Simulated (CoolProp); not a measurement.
C3F8 (R218) along the isotherm 166.85 °C: density (kg/m³) from the reference equation and from simpler models built on Tc = 71.9 °C, pc = 2.640 MPa, ω = 0.317; each cubic takes its own stable root.

The numbers come from the reference Helmholtz-energy equation of state, Lemmon 2006 in CoolProp. It is a short technical equation, of lower accuracy than the large ones.

```json
[
 {"p (MPa)": "2.22", "phase": "gas", "reference": "129.2"},
 {"p (MPa)": "4.44", "phase": "supercritical", "reference": "297.1"},
 {"p (MPa)": "6.67", "phase": "supercritical", "reference": "492.3"},
 {"p (MPa)": "8.89", "phase": "supercritical", "reference": "662.3"},
 {"p (MPa)": "11.1", "phase": "supercritical", "reference": "783.8"},
 {"p (MPa)": "13.3", "phase": "supercritical", "reference": "869.5"},
 {"p (MPa)": "15.6", "phase": "supercritical", "reference": "936.4"},
 {"p (MPa)": "17.8", "phase": "supercritical", "reference": "986.8"},
 {"p (MPa)": "20", "phase": "supercritical", "reference": "1028"}
]
```

Problem. How far does each simpler model (Soave-Redlich-Kwong, Peng-Robinson) lie from the reference over these 9 states: mean and median of the absolute difference, and the worst?

Solution. 
- Soave-Redlich-Kwong: mean 4.5 %, median 4.3 %, worst -7.5 % at 166.85 °C and 8.89 MPa
- Peng-Robinson: mean 2.5 %, median 1.7 %, worst +6.7 % at 166.85 °C and 20 MPa
